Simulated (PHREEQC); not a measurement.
Consider water at 25 °C with 0.42 mol MgSO4 and 0.00029 mol H4SiO4 per kg of water. Closed to the air; pH follows from the charge balance.

All values are PHREEQC results (Pitzer model, pitzer.dat), not measurements.

Each row changes one thing in this solution. Precipitation was switched off in this run.

```tsv
case	pH	ionic strength (mol/kgw)	H3SiO4- (mol/kgw)	SI of SiO2(a) (SiO2)
as made	6.58	1.68	5.86e-7	-0.81
MgSO4 left out	6.64	2.30e-7	1.86e-7	-0.88
0.019 mol/kgw MgBr2 added	6.55	___	5.77e-7	-0.81
diluted 5-fold with water	6.82	0.336	1.03e-7	___
temperature from 25 to 60 °C	___	1.68	7.87e-7	-1.08
H4SiO4 from 0.00029 to 0.000435 mol/kgw	___	1.68	7.98e-7	-0.64
temperature from 25 to 5 °C	6.76	1.68	4.12e-7	___
```

Problem. What belongs in the gaps?

Solution. 
- 0.019 mol/kgw MgBr2 added, ionic strength (mol/kgw): 1.74
- diluted 5-fold with water, SI of SiO2(a) (SiO2): -1.56
- temperature from 25 to 60 °C, pH: 6.28
- H4SiO4 from 0.00029 to 0.000435 mol/kgw, pH: 6.53
- temperature from 25 to 5 °C, SI of SiO2(a) (SiO2): -0.63

Complexes and solids missing from the database can't appear. In brines, pH and single-ion activities rest on the MacInnes convention. Away from 25 °C the constants follow the database's enthalpies or fits; those with neither stay at their 25 °C values.
